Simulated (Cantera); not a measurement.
Gas mixture: CO2 = 0.23 (molar parts), at 1.00 bar, frozen composition.

Cantera's kinetic-theory transport with the Lennard-Jones parameters of GRI-Mech 3.0, ideal gas; thermal conductivity in the mixture-averaged form.

D: mixture-averaged diffusion coefficient of that species in the mixture.

| T (K) | ρ (kg/m³) | cp (J/kg/K) | μ (µPa s) | λ (mW/m/K) | Pr | D (cm²/s) H2 | D (cm²/s) H | D (cm²/s) OH |
|---|---|---|---|---|---|---|---|---|
| 400 | 1.32 | 937.9 | … | 25.3 | 0.731 | 1.11 | 1.71 | 0.422 |
| 550 | 0.962 | 1047 | … | 37.2 | 0.731 | 1.91 | 3.03 | 0.737 |
| 700 | 0.756 | 1127 | … | 48.5 | 0.731 | 2.87 | 4.62 | 1.11 |
| 850 | 0.623 | 1187 | … | 59.2 | 0.731 | 3.97 | 6.46 | 1.55 |
| 1000 | 0.529 | 1234 | … | 69.2 | 0.731 | 5.21 | 8.53 | 2.04 |
| 1150 | 0.460 | 1269 | … | 78.6 | 0.730 | 6.57 | 10.8 | 2.58 |
| 1300 | 0.407 | 1298 | 49.3 | 87.6 | 0.730 | 8.06 | 13.3 | 3.16 |
| 1450 | 0.365 | 1320 | 53.1 | 96.1 | 0.729 | 9.66 | 16.0 | 3.80 |
| 1600 | 0.331 | 1339 | 56.7 | 104 | 0.729 | 11.4 | 18.8 | 4.47 |

**Question.** Some entries are withheld; supply them.

**Answer.** 
- 400, μ (µPa s): 19.8
- 550, μ (µPa s): 26.0
- 700, μ (µPa s): 31.5
- 850, μ (µPa s): 36.4
- 1000, μ (µPa s): 41.0
- 1150, μ (µPa s): 45.2
